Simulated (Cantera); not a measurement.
# Thermodynamics of aluminium nitride and oxide growth, feed Al + O2 + H2

Charge: 1 mol Al, 1.3 mol O2, 85 mol H2, at 1552 °C and 75.0 Torr.

Equilibrium computed with Cantera from the NASA thermochemical tables; the gas is ideal and each condensed phase is pure. Candidate condensed phases: Al, Al2O3, H2O; 19 gas species. Equilibrium is a limit: real reactors are often held back by kinetics, nucleation or transport.

```yaml
x(H2): 0.986
x(H2O): 0.0129
x(H): 0.00138
x(OH): 1.27e-6
n(Al2O3(s)): 0.500 mol
gas_amount: 85.06 mol
log10 activity of Al(l) (absent): -6.53
```
